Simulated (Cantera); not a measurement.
Mixture: CH4 : O2 : N2 : CO2 : H2O = 1 : 2 : 11.4 : 1.9 : 0.64 (molar parts), equivalence ratio 1.0, at 3750 Torr, adiabatic and at constant pressure. Ignition delay is the time to a rise of 400 K.

Detailed kinetics in Cantera: GRI-Mech 3.0 (53 species, 325 reactions).

Problem. Predict: delay at 1148 K; delay at 1248 K; delay at 1348 K; delay at 1448 K; delay at 1548 K; apparent activation energy between 1498 and 1598 K.

Solution. 
- delay at 1148 K: 34.2 ms
- delay at 1248 K: 10.2 ms
- delay at 1348 K: 3.30 ms
- delay at 1448 K: 1.13 ms
- delay at 1548 K: 0.407 ms
- apparent activation energy between 1498 and 1598 K: 200 kJ/mol
